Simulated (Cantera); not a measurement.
Input (Python, Cantera) and output of one run.

```python
import numpy as np
import cantera as ct

gas_names = [...]  # 109 gases of nasa_gas.yaml made of C, Cl, H, Si
cond_names = """
    C(gr) C6H6(L) C7H8(L) C8H18(L),n-octa Si(cr) Si(L) SiC(b)
""".split()


# ... load() reads the species with a 1 bar reference pressure and builds the phases ...
atoms = {
    'CH3SiCl3': {'C': 1, 'H': 3, 'Si': 1, 'CL': 3},
    'C2H2': {'C': 2, 'H': 2},
    'H2': {'H': 2},
}
top_T = {'C(gr)': 4500, 'SiC(b)': 3050}  # K; cautious upper limits of use, not melting points


# ... equilibrate(T, P, feed) seeds the gas with the atoms and calls Mixture.equilibrate('TP', solver="vcs", rtol=1e-11, max_steps=5000) ...
results = []
feed = {'CH3SiCl3': 1, 'C2H2': 0.23, 'H2': 5.2}  # mol
T = 1925  # K
P = 630  # Pa
mix = equilibrate(T, P, feed)
results.append((T, P, feed, dict(zip(mix.species_names, mix.species_moles))))
print(gas.report(threshold=0.001))
for i in range(1, mix.n_phases):
    print(f"{mix.phase(i).name:16s} {mix.phase_moles(i):12.5e} mol")
```

It prints:

```
       temperature   1925 K
          pressure   630 Pa
           density   0.00057703 kg/m^3
  mean mol. weight   14.66 kg/kmol
   phase of matter   gas

                          1 kg             1 kmol
                     ---------------   ---------------
          enthalpy         1.514e+06        2.2194e+07  J
   internal energy        4.2216e+05        6.1888e+06  J
           entropy             17543        2.5717e+05  J/K
    Gibbs function       -3.2256e+07       -4.7287e+08  J
 heat capacity c_p            2363.5             34648  J/K
 heat capacity c_v            1796.4             26334  J/K

                      mass frac. Y      mole frac. X     chem. pot. / RT
                     ---------------   ---------------   ---------------
                CL         0.0085725          0.003545           -25.745
                 H        0.00066934         0.0097345           -12.426
               HCL           0.78659           0.31629           -38.172
                H2          0.089827           0.65319           -24.852
             SiCL2           0.11143          0.016503           -60.349
     [ +104 minor]         0.0029103        0.00073963

C(gr)             5.98622e-01 mol
Si(L)             0.00000e+00 mol
SiC(b)            8.56199e-01 mol
```

These are equilibrium values from Cantera (NASA tables, ideal gas, pure condensed phases), not measurements of a reactor. The feed counts by its element totals alone. The tables' values for SiCl3, SiCl are old estimates; treat these amounts as uncertain.
